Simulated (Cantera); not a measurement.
Input (Python, Cantera) and output of one run.

```python
import numpy as np
import cantera as ct

gas_names = """
    CL CL2 H HCL H2 Sr SrCL SrCL2
""".split()
cond_names = """
    Sr(a) Sr(b) Sr(L) SrCL2(a) SrCL2(b) SrCL2(L)
""".split()


# ... load() reads the species with a 1 bar reference pressure and builds the phases ...
atoms = {
    'SrCl2': {'Sr': 1, 'CL': 2},
    'H2': {'H': 2},
}
top_T = {}  # K; cautious upper limits of use, not melting points


# ... equilibrate(T, P, feed) seeds the gas with the atoms and calls Mixture.equilibrate('TP', solver="vcs", rtol=1e-11, max_steps=5000) ...
results = []
feed = {'SrCl2': 1, 'H2': 5.1}  # mol
T = 1373.15  # K
P = 51000  # Pa
mix = equilibrate(T, P, feed)
results.append((T, P, feed, dict(zip(mix.species_names, mix.species_moles))))
x = sorted(zip(gas.X, gas.species_names), reverse=True)
print(f"T = {T:g} K  P = {P:g} Pa  gas = {mix.phase_moles(0):.4g} mol")
print("   x: " + "  ".join(f"{s} {v:.3e}" for v, s in x if v > 1e-06))
print("   condensed (mol): " + ("  ".join(f"{mix.phase(i).name} {mix.phase_moles(i):.4g}"
      for i in range(1, mix.n_phases) if mix.phase_moles(i) > 1e-12) or "none"))
```

Result:

```
T = 1373.15 K  P = 51000 Pa  gas = 5.101 mol
   x: H2 9.999e-01  SrCL2 1.025e-04  HCL 5.517e-06  H 4.673e-06  SrCL 2.797e-06  Sr 1.360e-06
   condensed (mol): SrCL2(L) 0.9995
```

Equilibrium computed with Cantera from the NASA thermochemical tables; the gas is ideal and each condensed phase is pure.
